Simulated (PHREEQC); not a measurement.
Consider water at 25 °C with 31 mmol/kgw LiOH. Closed to the air; pH follows from the charge balance.

Model: Pitzer model, pitzer.dat, run in PHREEQC.

This is a speciation only: nothing precipitates in the calculation.

### Question
Predict the pH, specific conductance.

### Answer
pH 12.41; specific conductance 6540 µS/cm.
